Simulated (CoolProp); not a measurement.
Normal hydrogen along the isobar 5340 kPa: Z from the reference equation and from simpler models built on Tc = -240.0 °C, pc = 1296 kPa, ω = -0.219; each cubic takes its own stable root.

Model: reference Helmholtz-energy equation of state, Leachman 2009, in CoolProp.

| T (°C) | phase | reference |
|---|---|---|
| -242.65 | liquid | 0.6378 |
| -226.65 | supercritical | 0.6715 |
| -210.65 | supercritical | 0.8702 |
| -194.65 | supercritical | 0.9605 |
| -178.65 | supercritical | 1.001 |
| -162.65 | supercritical | 1.020 |
| -146.65 | supercritical | 1.030 |
| -130.75 | supercritical | 1.035 |
| -114.75 | supercritical | 1.037 |
| -98.75 | supercritical | 1.038 |

Task: How far does each simpler model (van der Waals, Redlich-Kwong, Soave-Redlich-Kwong, Peng-Robinson) lie from the reference over these 10 states: mean and median of the absolute difference, and the worst?

Result: 
- van der Waals: mean 4.5 %, median 0.5 %, worst +24.6 % at -242.65 °C and 5340 kPa
- Redlich-Kwong: mean 3.8 %, median 2.2 %, worst +13.0 % at -226.65 °C and 5340 kPa
- Soave-Redlich-Kwong: mean 1.6 %, median 1.6 %, worst -3.6 % at -242.65 °C and 5340 kPa
- Peng-Robinson: mean 6.1 %, median 5.5 %, worst -13.7 % at -242.65 °C and 5340 kPa
